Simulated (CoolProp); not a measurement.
Cyclohexane along the isotherm 558.4 K: fugacity coefficient from the reference equation and from simpler models built on Tc = 553.6 K, pc = 4.081 MPa, ω = 0.209; each cubic takes its own stable root.

The numbers come from the reference Helmholtz-energy equation of state, Zhou 2014 in CoolProp.

```
p (MPa)          phase  reference  van der Waals  Redlich-Kwong  Soave-Redlich-Kwong  Peng-Robinson
-------  -------------  ---------  -------------  -------------  -------------------  -------------
2.04               gas     0.8382         0.8557         0.8383               0.8388         0.8235
4.08               gas     0.6734         0.7038         0.6767                    ?         0.6549
6.12     supercritical     0.4986         0.5380         0.5091                    ?         0.4889
8.16     supercritical     0.4054         0.4513         0.4189               0.4210         0.3988
10.2     supercritical     0.3499         0.4009         0.3650               0.3669         0.3446
12.2     supercritical     0.3144              ?         0.3303               0.3322         0.3095
14.3     supercritical     0.2887         0.3486         0.3053                    ?         0.2837
16.3     supercritical     0.2712         0.3356         0.2883               0.2900         0.2660
18.4     supercritical     0.2578         0.3270         0.2753               0.2770         0.2521
20.4     supercritical     0.2484         0.3224         0.2664               0.2680         0.2422
```

### Question
Fill in the missing entries.

### Answer

- 4.08, Soave-Redlich-Kwong: 0.6781
- 6.12, Soave-Redlich-Kwong: 0.5115
- 12.2, van der Waals: 0.3698
- 14.3, Soave-Redlich-Kwong: 0.3070
